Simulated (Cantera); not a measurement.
A freely propagating, adiabatic, planar premixed flame of CH4 : H2 : O2 : N2 = 1 : 0.1 : 1.71 : 6.42 (molar parts), equivalence ratio 1.2, unburnt at 700 K and 45000 Pa; mixture-averaged transport, grid criteria slope 0.08 and curve 0.16, no radiation.

Detailed kinetics in Cantera: GRI-Mech 3.0 (53 species, 325 reactions). Burning velocities carry a grid error of a few per cent, more on coarse grids.

x: mole fraction of selected species; z is measured from the peak of heat release.

| z (mm) | T (K) | u (m/s) | x CH4 | x H2 | x O2 | x HCN | x OH | x HO2 |
|---|---|---|---|---|---|---|---|---|
| -1.81 | 700 | 2.11 | 0.108 | 0.0120 | 0.185 | <1e-8 | <1e-8 | 4.37e-7 |
| -1.20 | 702 | 2.12 | 0.108 | 0.0144 | 0.185 | <1e-8 | 1.15e-8 | 4.56e-6 |
| -0.903 | 709 | 2.14 | 0.107 | 0.0177 | 0.184 | <1e-8 | 2.70e-7 | 1.90e-5 |
| -0.602 | 760 | 2.32 | 0.102 | 0.0246 | 0.179 | 1.03e-7 | 4.79e-6 | 5.44e-5 |
| -0.301 | ? | 3.48 | 0.0745 | 0.0374 | 0.149 | 1.60e-6 | 8.83e-5 | 9.21e-5 |
| -0.150 | ? | 4.77 | 0.0412 | 0.0441 | 0.108 | 4.89e-6 | 0.000615 | 0.000160 |
| 0 | ? | 6.00 | 0.0113 | 0.0451 | 0.0591 | 1.13e-5 | 0.00277 | 9.36e-5 |
| 0.150 | 2052 | 6.58 | 0.00134 | 0.0393 | 0.0283 | 1.34e-5 | 0.00663 | 1.51e-5 |
| 0.301 | 2095 | 6.71 | 9.04e-5 | 0.0344 | 0.0156 | 8.42e-6 | 0.00929 | 2.77e-6 |
| 0.602 | 2118 | 6.76 | 3.44e-7 | 0.0328 | 0.00937 | 2.07e-6 | 0.0105 | 1.45e-6 |
| 1.20 | 2142 | 6.81 | <1e-8 | 0.0333 | 0.00773 | 1.54e-7 | 0.0104 | 1.22e-6 |
| 2.41 | 2176 | 6.90 | <1e-8 | 0.0329 | 0.00679 | <1e-8 | 0.0100 | 1.07e-6 |
| 4.82 | 2222 | 7.02 | <1e-8 | 0.0318 | 0.00558 | <1e-8 | 0.00932 | 8.85e-7 |

Task: Some entries are withheld; supply them.

Result: 
- -0.301, T (K): 1118
- -0.150, T (K): 1511
- 0, T (K): 1878
